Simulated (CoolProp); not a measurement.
Model: reference Helmholtz-energy equation of state, Bücker 2006, in CoolProp.

Question: For isobutane, give the phase and the speed of sound (m/s), viscosity (µPa s), Prandtl number, fugacity coefficient at 575 K and 1130 kPa; 575 K and 4540 kPa; 575 K and 6800 kPa.

Answer: 
- 575 K and 1130 kPa: gas; speed of sound 286, viscosity 14.1, Prandtl number 0.711, fugacity coefficient 0.968
- 575 K and 4540 kPa: supercritical; speed of sound 266, viscosity 16.1, Prandtl number 0.801, fugacity coefficient 0.880
- 575 K and 6800 kPa: supercritical; speed of sound 258, viscosity 18.4, Prandtl number 0.920, fugacity coefficient 0.829

Viscosity comes from a separate model (Vogel 2000). Thermal conductivity comes from a separate model (Perkins 2002).
